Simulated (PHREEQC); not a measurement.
**Acid rinse or clean**

Consider water at 20 °C with 0.021 mol/kgw HCl, 0.00019 mol/kgw CaCl2 and 0.0008 mol/kgw CuCl2. Closed to the air; pH follows from the charge balance.

Equilibrium calculation in PHREEQC: ion-association model, wateq4f.dat.

Precipitation was switched off in this run.

Problem. What pH does the model give?

Solution. pH 1.73.

Problem. In which forms is Cu present?

Solution. Cu+2 97 %, CuCl+ 2.7 % of the Cu.

Complexes and solids missing from the database can't appear.
